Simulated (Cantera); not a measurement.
Charge: 1 mol SiC, 2.3 mol H2O, 280 mol H2, at 1400 K and 8.10e-6 bar.

Cantera equilibrium calculation (NASA polynomials, part measured and part estimated; ideal gas, pure solids and liquids). Candidate condensed phases: C, C6H6, C7H8, C8H18, H2O, Si, SiC, SiO2; 123 gas species. Equilibrium is a limit: real reactors are often held back by kinetics, nucleation or transport.

Base state: H2 0.990, SiO 0.00351, CO 0.00351, H 0.00170, H2O 0.00105 (mole fractions); condensed: gas only.

Question: What changes in the equilibrium state with this change: temperature from 1400 K to 1248.15 K?

Answer: 
```tsv
species	before	after
H2	0.990	0.994
CO	0.00351	0.00352
SiO	0.00351	0.00248
H	0.00170	0.000164
H2O	0.00105	1.28e-5
SiO2(β-quartz), mol	0	0.296
```
The tables hold silica as quartz up to 1696 K and as liquid above; real silica turns to tridymite and cristobalite and melts near 1996 K.

Question: What changes in the equilibrium state with this change: temperature from 1400 K to 1350 K?

Answer: 
```
species               before     after
-------------------  -------  --------
H2                     0.990     0.992
CO                   0.00351   0.00352
SiO                  0.00351   0.00302
H                    0.00170  0.000834
H2O                  0.00105  0.000553
SiO2(β-quartz), mol        0     0.143
```
The tables hold silica as quartz up to 1696 K and as liquid above; real silica turns to tridymite and cristobalite and melts near 1996 K.
